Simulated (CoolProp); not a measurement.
Vapour-liquid equilibrium of CHF3 (R23) (1) + R11 (2) at 226.7 K; x and y are mole fractions of (1).

Values from CoolProp's multi-fluid Helmholtz-energy mixture model, Penoncello 2003 and Jacobsen 1992; pair parameters Bell 2016.

```tsv
x	bubble pressure (kPa)	y at the bubble point	dew pressure at overall composition x (kPa)	liquid density (mol/L)
0.05	100.6	0.966	3.540	12.15
0.2	325.8	0.990	4.205	12.92
0.35	436.0	0.993	5.176	13.75
0.5	466.3	0.993	6.728	14.66
0.65	468.6	0.993	9.612	15.65
0.8	480.2	0.994	16.82	16.76
0.95	525.6	0.997	67.38	18.06
```

No azeotrope shows between x = 0.05 and 0.95.

The pair parameters rest on a limited set of measurements; away from them the model extrapolates. With so large a gap from Raoult's law the liquid may split in two, which this calculation doesn't test in full.
